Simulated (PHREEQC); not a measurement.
# Polishing slurry liquid: speciation

Make-up at 25 °C: 4.1 mmol/kgw HNO3 and 16 mmol/kgw KNO3. Closed to the air; pH follows from the charge balance.

Computed with PHREEQC (ion-association model, wateq4f.dat).

The pH is 2.44, the ionic strength is 0.0201 mol/kgw and the total alkalinity is -4.10 meq/kg.

```tsv
species	molality	activity	log γ
NO3-	0.0201	0.0174	-0.063
K+	0.0160	0.0139	-0.062
H+	0.00410	0.00365	-0.051
```

Precipitation was switched off in this run.
